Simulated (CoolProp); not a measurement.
Vapour pressure (bar) of acetone: the reference equation beside estimates from Tc = 508.1 K, pc = 46.92 bar, ω = 0.307. Clausius-Clapeyron is anchored at 436.5 K with a constant enthalpy of vaporisation of 20.18 kJ/mol.

Computed with CoolProp (reference Helmholtz-energy equation of state, Lemmon 2006). It is a short technical equation, of lower accuracy than the large ones.

| T (K) | reference | Lee-Kesler | Clausius-Clapeyron | van der Waals | Redlich-Kwong | Soave-Redlich-Kwong | Peng-Robinson |
|---|---|---|---|---|---|---|---|
| 385.5 | 5.057 | 5.106 | 7.059 | 14.01 | 7.818 | 5.111 | 5.059 |
| 392.8 | 6.000 | 6.068 | 7.935 | 15.33 | 9.000 | 6.080 | 6.011 |
| 400.1 | 7.071 | 7.158 | 8.882 | 16.71 | 10.30 | 7.182 | 7.094 |
| 407.4 | 8.282 | 8.387 | 9.901 | 18.18 | 11.73 | 8.428 | 8.319 |
| 414.7 | 9.644 | 9.767 | 11.00 | 19.72 | 13.28 | 9.830 | 9.698 |
| 422 | 11.17 | 11.31 | 12.17 | 21.34 | 14.98 | 11.40 | 11.24 |
| 429.2 | 12.84 | 13.00 | 13.40 | 23.03 | 16.78 | 13.12 | 12.94 |
| 436.5 | 14.73 | 14.90 | 14.73 | 24.81 | 18.76 | 15.06 | 14.86 |
| 443.8 | 16.82 | 16.99 | 16.14 | 26.68 | 20.89 | 17.20 | 16.98 |
| 451.1 | 19.12 | 19.31 | 17.63 | 28.64 | 23.18 | 19.56 | 19.32 |
| 458.4 | 21.66 | 21.85 | 19.21 | 30.68 | 25.62 | 22.15 | 21.89 |
| 465.7 | 24.45 | 24.64 | 20.87 | 32.80 | 28.24 | 24.98 | 24.72 |
| 473 | 27.51 | 27.69 | 22.62 | 35.02 | 31.02 | 28.06 | 27.81 |
| 480.3 | 30.87 | 31.04 | 24.45 | 37.32 | 33.98 | 31.42 | 31.18 |

Absolute difference from the reference over all 14 rows, mean and median: Lee-Kesler 1.0 and 1.1 %, Clausius-Clapeyron 15.8 and 14.4 %, van der Waals 83.1 and 73.9 %, Redlich-Kwong 30.3 and 29.0 %, Soave-Redlich-Kwong 1.9 and 2.0 %, Peng-Robinson 0.7 and 0.8 %.
